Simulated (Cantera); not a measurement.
An adiabatic, constant-volume homogeneous reactor starts with CO : H₂ : O₂ : N₂ = 1 : 0.071 : 0.754 : 6.4 (molar parts), equivalence ratio 0.71, at 1450 K and 0.434 atm.

Model: GRI-Mech 3.0 (53 species, 325 reactions), integrated in Cantera.

**Question.** Predict: time of steepest temperature rise; temperature at 0.200 s; equilibrium temperature; x(CO) at 0.200 s; x(H₂) at 0.200 s; x(O₂) at 0.200 s; x(H₂O₂) at 0.200 s; x(NO) at 0.200 s; x(O) at 0.200 s; x(NO₂) at 0.200 s.

**Answer.** 
```
Property                                                              Result
---------------------------------  -----------------------------------------
time of steepest temperature rise                                   0.334 ms
temperature at 0.200 s                                                2446 K
equilibrium temperature                                               2446 K
x(CO) at 0.200 s                       0.0199 (gas-phase equilibrium 0.0199)
x(H₂) at 0.200 s                   0.000230 (gas-phase equilibrium 0.000230)
x(O₂) at 0.200 s                       0.0323 (gas-phase equilibrium 0.0323)
x(H₂O₂) at 0.200 s                   7.13e-9 (gas-phase equilibrium 7.13e-9)
x(NO) at 0.200 s                     0.00836 (gas-phase equilibrium 0.00836)
x(O) at 0.200 s                      0.00238 (gas-phase equilibrium 0.00238)
x(NO₂) at 0.200 s                    2.58e-6 (gas-phase equilibrium 2.58e-6)
```
